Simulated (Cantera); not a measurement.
**Silicon oxide and oxynitride deposition: Si₂H₆ + O₃ + N₂**

A closed system holds: 1 mol Si₂H₆, 0.58 mol O₃, a varied amount of N₂, at 1798.15 K and 14.0 Pa.

These are equilibrium values from Cantera (NASA tables, ideal gas, pure condensed phases), not measurements of a reactor. Candidate condensed phases: H₂O, Si, SiO₂, Si₂N₂O, Si₃N₄; 35 gas species. The feed counts by its element totals alone. The tables' values for SiN are old estimates; treat these amounts as uncertain. Rates play no part.

| n(N₂) (mol) | x N₂ | x H₂ | x SiO | x Si | x H | x SiH | n Si(l) |
|---|---|---|---|---|---|---|---|
| 3.9 | 0.437 | 0.328 | 0.195 | 0.0221 | 0.0171 | 0.000172 | 0.0554 |
| 4.8 | 0.488 | 0.297 | 0.177 | 0.0221 | 0.0162 | 0.000163 | 0.0341 |
| 6 | 0.542 | 0.263 | 0.157 | 0.0221 | 0.0153 | 0.000154 | 0.00573 |
| 7.4 | 0.593 | 0.233 | 0.139 | 0.0201 | 0.0144 | 0.000132 | 0 |
| 9.1 | 0.641 | 0.205 | 0.123 | 0.0177 | 0.0135 | 0.000109 | 0 |
| 11 | 0.683 | 0.180 | 0.108 | 0.0157 | 0.0126 | 9.02e-5 | 0 |
| 14 | 0.733 | 0.151 | 0.0911 | 0.0132 | 0.0116 | 6.99e-5 | 0 |
| 17 | 0.769 | 0.130 | 0.0787 | 0.0115 | 0.0108 | 5.62e-5 | 0 |
| 21 | 0.804 | 0.110 | 0.0666 | 0.00974 | 0.00988 | 4.38e-5 | 0 |
x: gas mole fraction; n: condensed amount in mol.

From 3.9 mol N₂ to 6 mol N₂ the condensed part is Si(l). From 7.4 mol N₂ to 21 mol N₂ nothing is condensed. The main Si-bearing gas is SiO throughout.
